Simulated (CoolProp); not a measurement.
Saturation properties of octamethyltrisiloxane (MDM) (Tc = 565.4 K, pc = 1.438 MPa, ω = 0.528).

Computed with CoolProp (reference Helmholtz-energy equation of state, Thol 2017).

```tsv
T (K)	p (MPa)	vapour density (kg/m³)	enthalpy of vaporisation (kJ/kg)	liquid cp (kJ/(kg K))	surface tension (mN/m)
358.4	0.01129	0.9096	180.7	1.931	11.4
367.6	0.01622	1.280	177.1	1.955	10.6
376.9	0.02285	1.769	173.4	1.980	9.92
386.2	0.03152	2.398	169.6	2.004	9.20
395.5	0.04265	3.195	165.7	2.029	8.51
404.7	0.05652	4.177	161.8	2.054	7.84
414	0.07394	5.401	157.8	2.080	7.18
423.3	0.09529	6.895	153.6	2.106	6.53
```

It boils at 425.6 K under 1 atm.

Surface tension comes from a separate correlation (Mulero 2014), older than this fluid's equation and unchecked against measurements.
